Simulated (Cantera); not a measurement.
A perfectly stirred reactor is fed with 13.8 % H2, 9.57 % O2, 76.6 % N2, equivalence ratio 0.72, at 160000 Pa; it is adiabatic with a 575 K inlet, and is followed from long to short residence time, starting on the burning branch (τ in s: 0.033, 0.02, 0.012, 0.0069, 0.0041, 0.0024, 0.0014, 0.00085, 0.00051, 0.0003, 0.00018, 0.00011, 6.2e-05).

Detailed kinetics in Cantera: GRI-Mech 3.0 (53 species, 325 reactions).

### Question
Predict: blow-out, bracketed by the residence times tried; x(H2) at τ = 33.0 ms; x(O2) at τ = 33.0 ms; x(H2O2) at τ = 33.0 ms; x(O) at τ = 33.0 ms; x(NO) at τ = 33.0 ms; x(H2) at τ = 1.40 ms; x(O2) at τ = 1.40 ms; x(H2O2) at τ = 1.40 ms; x(O) at τ = 1.40 ms; x(NO) at τ = 1.40 ms.

### Answer
```
Property                                                                           Value
------------------------------------------------  --------------------------------------
blow-out, bracketed by the residence times tried  burning at 62.0 µs, the shortest tried
x(H2) at τ = 33.0 ms                                                            0.000424
x(O2) at τ = 33.0 ms                                                              0.0286
x(H2O2) at τ = 33.0 ms                                                           2.46e-7
x(O) at τ = 33.0 ms                                                             0.000129
x(NO) at τ = 33.0 ms                                                             6.00e-6
x(H2) at τ = 1.40 ms                                                             0.00310
x(O2) at τ = 1.40 ms                                                              0.0294
x(H2O2) at τ = 1.40 ms                                                           9.36e-7
x(O) at τ = 1.40 ms                                                             0.000975
x(NO) at τ = 1.40 ms                                                             7.09e-6
```
